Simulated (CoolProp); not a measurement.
Model: reference Helmholtz-energy equation of state, Lemmon 2006, in CoolProp. It is a short technical equation, of lower accuracy than the large ones.

**Question.** Give the vapour pressure (MPa), liquid viscosity (µPa s), liquid conductivity (mW/(m K)) of saturated C3F8 (R218) at -59.75, -33.95 °C.

**Answer.** 
```json
[
 {"T (°C)": "-59.75", "p (MPa)": "0.0314", "liquid viscosity (µPa s)": "654", "liquid conductivity (mW/(m K))": "68.1"},
 {"T (°C)": "-33.95", "p (MPa)": "0.115", "liquid viscosity (µPa s)": "416", "liquid conductivity (mW/(m K))": "61.3"}
]
```

Viscosity comes from a separate model (Huber 2003), an estimate that may be off by 10 % or more. Thermal conductivity comes from a separate model (Huber 2003), an estimate that may be off by 10 % or more.
